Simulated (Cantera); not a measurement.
Input: 1 mol SiC, 0.021 mol H₂O, 5.4 mol N₂, 1.1 mol CO₂, held at 0.400 bar.

These are equilibrium values from Cantera (NASA tables, ideal gas, pure condensed phases), not measurements of a reactor. Candidate condensed phases: C, C₆H₆, C₇H₈, C₈H₁₈, H₂O, Si, SiC, SiO₂, Si₂N₂O, Si₃N₄; 151 gas species. Mutual solubility and eutectic melting of coexisting phases are not modelled. Equilibrium is a limit: real reactors are often held back by kinetics, nucleation or transport. All values below are at 1923 K.

Base state: N₂ 0.726, CO 0.261, SiO 0.0106, H₂ 0.00285, HCN 0.000213, H 7.95e-5, HNC 1.05e-5 (mole fractions); condensed: SiC(s) + Si₂N₂O(s).

Problem. What changes in the equilibrium state with this change: CO₂ from 1.1 to 0.056 mol?

Solution. 
```json
[
 {"species": "N₂", "before": "0.726", "after": "0.974"},
 {"species": "CO", "before": "0.261", "after": "0.0182"},
 {"species": "H₂", "before": "0.00285", "after": "0.00369"},
 {"species": "SiO", "before": "0.0106", "after": "0.00359"},
 {"species": "HCN", "before": "0.000213", "after": "0.000128"},
 {"species": "HNC", "before": "1.05e-5", "after": "6.27e-6"},
 {"species": "H", "before": "7.95e-5", "after": "9.04e-5"},
 {"species": "SiC(s), mol", "before": "0.276", "after": "0.955"},
 {"species": "Si₂N₂O(s), mol", "before": "0.325", "after": "0.0127"}
]
```
